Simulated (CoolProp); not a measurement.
Ammonia at 298.15 K and 0.566 MPa is compressed adiabatically to 1.97 MPa with isentropic efficiency 0.85. Each further row changes one setting.

Computed with CoolProp (reference Helmholtz-energy equation of state, Gao 2020).

| case | work (kJ/kg) | final temperature (K) | final density (kg/m³) |
|---|---|---|---|
| as stated | 230 | 408.6 | 10.6 |
| efficiency 1 | 196 | 395.5 | 11.0 |
| efficiency 0.65 | 301 | 435.9 | 9.75 |
